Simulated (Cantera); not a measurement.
A closed system holds: 1 mol Fe₂O₃, 3 mol HCl, equilibrated at 800 K and 0.160 bar.

Cantera equilibrium calculation (NASA polynomials, part measured and part estimated; ideal gas, pure solids and liquids). Candidate condensed phases: Fe, FeCl₂, FeCl₃, FeO, Fe(OH)₂, Fe(OH)₃, Fe₂O₃, Fe₃O₄, H₂O; 22 gas species. Condensed phases not in the tables: FeOCl. Kinetics and transport are ignored.

Base state: HCl 0.962, H₂O 0.0241, FeCl₃ 0.0110, Fe₂Cl₆ 0.00240, FeCl₂ 0.000284, Cl₂ 0.000153, Fe₂Cl₄ 1.11e-5 (mole fractions); condensed: Fe₂O₃(s).

Question: What changes in the equilibrium state with this change: 0.045 mol H₂O added?

Answer: 
```json
[
 {"species": "HCl", "before": "0.962", "after": "0.960"},
 {"species": "H₂O", "before": "0.0241", "after": "0.0304"},
 {"species": "FeCl₃", "before": "0.0110", "after": "0.00773"},
 {"species": "Fe₂Cl₆", "before": "0.00240", "after": "0.00119"},
 {"species": "Fe₂Cl₄", "before": "1.11e-5", "after": "7.03e-6"},
 {"species": "Cl₂", "before": "0.000153", "after": "0.000120"},
 {"species": "FeCl₂", "before": "0.000284", "after": "0.000226"},
 {"species": "Fe₂O₃(s), mol", "before": "0.976", "after": "0.984"}
]
```
